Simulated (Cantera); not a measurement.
A freely propagating, adiabatic, planar premixed flame of CH₄ : CO : O₂ : N₂ = 1 : 0.89 : 2.22 : 6.67 (molar parts), unburnt at 575 K and 760 Torr; mixture-averaged transport, grid criteria slope 0.08 and curve 0.16, no radiation.

Cantera simulation using GRI-Mech 3.0 (53 species, 325 reactions); the numbers are that mechanism's predictions, not measurements. Burning velocities carry a grid error of a few per cent, more on coarse grids.

x: mole fraction of selected species; z is measured from the peak of heat release.

| z (mm) | T (K) | u (m/s) | x CH₄ | x CO | x O₂ | x C₂H₂ | x NO | x CH₃ |
|---|---|---|---|---|---|---|---|---|
| -0.759 | 575 | 1.89 | 0.0927 | 0.0825 | 0.206 | <1e-8 | <1e-8 | <1e-8 |
| -0.506 | 575 | 1.90 | 0.0925 | 0.0824 | 0.206 | <1e-8 | <1e-8 | 1.71e-7 |
| -0.380 | 578 | 1.91 | 0.0922 | 0.0822 | 0.205 | 1.88e-8 | <1e-8 | 9.34e-7 |
| -0.253 | 605 | 2.01 | 0.0902 | 0.0821 | 0.203 | ___ | ___ | ___ |
| -0.127 | 933 | 3.15 | 0.0713 | 0.0876 | 0.179 | 1.21e-5 | 9.70e-7 | 0.000429 |
| -0.0633 | ___ | 4.68 | ___ | ___ | ___ | ___ | ___ | ___ |
| 0 | 1806 | 6.22 | 0.0116 | 0.115 | 0.0854 | 0.000110 | 7.44e-6 | 0.00307 |
| 0.0633 | 2004 | 6.91 | 0.00116 | 0.112 | 0.0501 | 3.12e-5 | 1.37e-5 | 0.000559 |
| 0.127 | 2060 | 7.06 | 5.88e-5 | 0.0981 | 0.0353 | 1.56e-6 | 1.87e-5 | 3.36e-5 |
| 0.253 | 2115 | 7.18 | 1.48e-7 | 0.0816 | 0.0267 | <1e-8 | 2.51e-5 | 9.76e-8 |
| 0.506 | 2182 | 7.36 | <1e-8 | 0.0729 | 0.0228 | <1e-8 | 3.57e-5 | <1e-8 |
| 1.01 | 2267 | 7.60 | <1e-8 | 0.0691 | 0.0199 | <1e-8 | 5.71e-5 | <1e-8 |
| 2.02 | 2362 | 7.87 | <1e-8 | 0.0651 | 0.0165 | <1e-8 | 0.000103 | <1e-8 |

### Question
Complete the blanks.

### Answer

- -0.253, x C₂H₂: 3.87e-7
- -0.253, x NO: 4.39e-8
- -0.253, x CH₃: 1.25e-5
- -0.0633, T (K): 1370
- -0.0633, x CH₄: 0.0422
- -0.0633, x CO: 0.101
- -0.0633, x O₂: 0.138
- -0.0633, x C₂H₂: 4.94e-5
- -0.0633, x NO: 3.04e-6
- -0.0633, x CH₃: 0.00254
